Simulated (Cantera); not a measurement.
An isothermal, constant-pressure homogeneous reactor starts with 2.60 % H2, 8.12 % O2, 89.3 % N2, at 825 K and 0.230 bar.

Computed with Cantera and GRI-Mech 3.0 (53 species, 325 reactions). Below about 950 K walls govern HO2 and H2O2 in real vessels.

Task: Predict: x(H2) at 10.0 s; x(O2) at 10.0 s; x(H2O2) at 10.0 s; x(H) at 10.0 s; x(HO2) at 10.0 s.

Result: 
- x(H2) at 10.0 s = 0.0141 (gas-phase equilibrium <1e-12)
- x(O2) at 10.0 s = 0.0756 (gas-phase equilibrium 0.0691)
- x(H2O2) at 10.0 s = 0.000145 (gas-phase equilibrium <1e-12)
- x(H) at 10.0 s = 4.85e-8 (gas-phase equilibrium <1e-12)
- x(HO2) at 10.0 s = 6.88e-6 (gas-phase equilibrium 4.84e-12)
